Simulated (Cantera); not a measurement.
A perfectly stirred reactor is fed with CH₄ : H₂ = 0.036 : 1 (molar parts), at 100.0 Torr; it is held at 1650 K, and followed from long to short residence time.

Model: GRI-Mech 3.0 (53 species, 325 reactions), integrated in Cantera. GRI-Mech 3.0 stops at C3 and has no aromatics, soot or wall deposition, so with more carbon than oxygen in the feed, carbon stays in small species such as C2H2 where larger ones or solid carbon would form.

Question: What does this change do: temperature 1650 to 1773 K?

Answer: 
```
quantity                  before     after
----------------------  --------  --------
x(CH₄) at τ = 9.60 s     0.00896   0.00336
x(H₂) at τ = 9.60 s        0.978     0.981
x(CH₂) at τ = 9.60 s     1.08e-8   4.55e-8
x(H) at τ = 9.60 s      0.000242  0.000770
x(C₂H₄) at τ = 9.60 s   0.000119   5.62e-5
x(CH₄) at τ = 0.190 s     0.0293    0.0175
x(H₂) at τ = 0.190 s       0.968     0.973
x(CH₂) at τ = 0.190 s    3.00e-8   2.03e-7
x(H) at τ = 0.190 s     0.000224  0.000727
x(C₂H₄) at τ = 0.190 s   5.97e-5   5.39e-5
```
